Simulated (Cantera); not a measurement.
## Carbon deposition, reforming and gasification: CO + CO₂ + N₂

Charge: 1 mol CO, 4.3 mol CO₂, 2.1 mol N₂, equilibrated at 0.293 Torr.

Cantera equilibrium calculation (NASA polynomials, part measured and part estimated; ideal gas, pure solids and liquids). Candidate condensed phases: C; 24 gas species. The numbers say what is thermodynamically allowed, not how fast it happens.

```json
[
 {"T (K)": "1248", "x CO₂": "0.581", "x CO": "0.135", "x N₂": "0.284", "x O₂": "1.27e-10", "x O": "3.79e-11", "x NO": "4.10e-9"},
 {"T (K)": "1348", "x CO₂": "0.581", "x CO": "0.135", "x N₂": "0.284", "x O₂": "7.08e-9", "x O": "1.74e-9", "x NO": "5.90e-8"},
 {"T (K)": "1448", "x CO₂": "0.581", "x CO": "0.135", "x N₂": "0.284", "x O₂": "2.26e-7", "x O": "4.69e-8", "x NO": "5.85e-7"},
 {"T (K)": "1548", "x CO₂": "0.581", "x CO": "0.135", "x N₂": "0.284", "x O₂": "4.58e-6", "x O": "8.27e-7", "x NO": "4.30e-6"},
 {"T (K)": "1648", "x CO₂": "0.581", "x CO": "0.135", "x N₂": "0.284", "x O₂": "6.40e-5", "x O": "1.03e-5", "x NO": "2.48e-5"},
 {"T (K)": "1748", "x CO₂": "0.579", "x CO": "0.137", "x N₂": "0.283", "x O₂": "0.000644", "x O": "9.42e-5", "x NO": "0.000115"},
 {"T (K)": "1848", "x CO₂": "0.568", "x CO": "0.144", "x N₂": "0.282", "x O₂": "0.00443", "x O": "0.000638", "x NO": "0.000423"},
 {"T (K)": "1948", "x CO₂": "0.530", "x CO": "0.171", "x N₂": "0.277", "x O₂": "0.0175", "x O": "0.00298", "x NO": "0.00113"},
 {"T (K)": "2048", "x CO₂": "0.456", "x CO": "0.223", "x N₂": "0.268", "x O₂": "0.0412", "x O": "0.00986", "x NO": "0.00225"},
 {"T (K)": "2148", "x CO₂": "0.358", "x CO": "0.289", "x N₂": "0.255", "x O₂": "0.0688", "x O": "0.0256", "x NO": "0.00364"},
 {"T (K)": "2248", "x CO₂": "0.254", "x CO": "0.356", "x N₂": "0.239", "x O₂": "0.0903", "x O": "0.0555", "x NO": "0.00507"}
]
```
x: gas mole fraction; nothing condenses.

From 1248 K to 2248 K nothing is condensed. The main C-bearing gas is CO₂ at 1248 K and CO at 2248 K.
